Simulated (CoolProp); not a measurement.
p-xylene along the isotherm 601 K: Z from the reference equation and from simpler models built on Tc = 616.2 K, pc = 3.532 MPa, ω = 0.324; each cubic takes its own stable root.

Computed with CoolProp (reference Helmholtz-energy equation of state, Zhou 2012).

| p (MPa) | phase | reference |
|---|---|---|
| 0.0279 | gas | 0.9968 |
| 0.0471 | gas | 0.9945 |
| 0.0795 | gas | 0.9907 |
| 0.134 | gas | 0.9843 |
| 0.226 | gas | 0.9734 |
| 0.382 | gas | 0.9545 |
| 0.645 | gas | 0.9218 |
| 1.09 | gas | 0.8628 |
| 1.84 | gas | 0.7480 |
| 3.1 | liquid | 0.1432 |
| 5.23 | liquid | 0.2160 |
| 8.83 | liquid | 0.3390 |

Question: How far does each simpler model (van der Waals, Redlich-Kwong, Soave-Redlich-Kwong, Peng-Robinson) lie from the reference over these 12 states: mean and median of the absolute difference, and the worst?

Answer: 
- van der Waals: mean 33.8 %, median 1.5 %, worst +282.7 % at 601 K and 3.1 MPa
- Redlich-Kwong: mean 7.7 %, median 0.7 %, worst +41.2 % at 601 K and 3.1 MPa
- Soave-Redlich-Kwong: mean 6.6 %, median 0.6 %, worst +32.1 % at 601 K and 3.1 MPa
- Peng-Robinson: mean 2.8 %, median 0.0 %, worst +18.0 % at 601 K and 3.1 MPa

At some of these states van der Waals gives the other phase, because its saturation line lies elsewhere.
